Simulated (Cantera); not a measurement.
A closed system holds: 1 mol PbCl2, 37 mol H2, 9.3 mol N2, held at 1075 °C and 0.00440 bar.

Equilibrium computed with Cantera from the NASA thermochemical tables; the gas is ideal and each condensed phase is pure. Candidate condensed phases: NH4Cl, Pb, PbCl2; 17 gas species. Equilibrium is a limit: real reactors are often held back by kinetics, nucleation or transport.

**Question.** What is the equilibrium state?

**Answer.** x(H2): 0.747
x(N2): 0.193
x(HCl): 0.0396
x(Pb): 0.0189
x(PbCl): 0.00183
x(H): 3.01e-5
x(PbCl2): 2.16e-5
x(Cl): 1.33e-6
gas amount: 48.26 mol
log10 activity of Pb(l) (absent): -1.76
